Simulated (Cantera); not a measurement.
An adiabatic, constant-pressure homogeneous reactor starts with C₃H₈ : O₂ : N₂ : CO₂ = 1 : 5.26 : 19.8 : 1.2 (molar parts), at 1773 K and 9.87 atm. Integrator tolerance rtol = 1e-08.

Detailed kinetics in Cantera: GRI-Mech 3.0 (53 species, 325 reactions). GRI-Mech 3.0 was tuned for natural gas; its chemistry of propane as a main component is partial and can be far from experiment.

Q: What does this change do: pressure from 9.87 atm to 1.18 atm?

A: 
```
quantity                                                            before                                      after
---------------------------------  ---------------------------------------  -----------------------------------------
time of steepest temperature rise                                  2.71 µs                                    13.0 µs
temperature at 0.200 s                                              2942 K                                     2784 K
equilibrium temperature                                             2942 K                                     2784 K
x(C₃H₈) at 0.200 s                   <1e-12 (gas-phase equilibrium <1e-12)      <1e-12 (gas-phase equilibrium <1e-12)
x(O₂) at 0.200 s                     0.0253 (gas-phase equilibrium 0.0253)      0.0310 (gas-phase equilibrium 0.0310)
x(CO₂) at 0.200 s                    0.0931 (gas-phase equilibrium 0.0931)      0.0811 (gas-phase equilibrium 0.0811)
x(C₂H) at 0.200 s                    <1e-12 (gas-phase equilibrium <1e-12)      <1e-12 (gas-phase equilibrium <1e-12)
x(CH₂O) at 0.200 s                 1.73e-9 (gas-phase equilibrium 1.73e-9)  3.37e-10 (gas-phase equilibrium 3.37e-10)
```
